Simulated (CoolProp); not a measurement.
n-nonane at 469.89 K and 6.59 MPa is throttled through a valve to 3.69 MPa with no heat exchange. Each further row changes one setting.

Model: reference Helmholtz-energy equation of state, Lemmon 2006, in CoolProp. It is a short technical equation, of lower accuracy than the large ones.

| case | temperature change (K) | final density (kg/m³) |
|---|---|---|
| as stated | +0.4 | 574 |
| outlet pressure 1.11 MPa | +0.7 | 566 |
| outlet pressure 4.8 MPa | +0.3 | 577 |
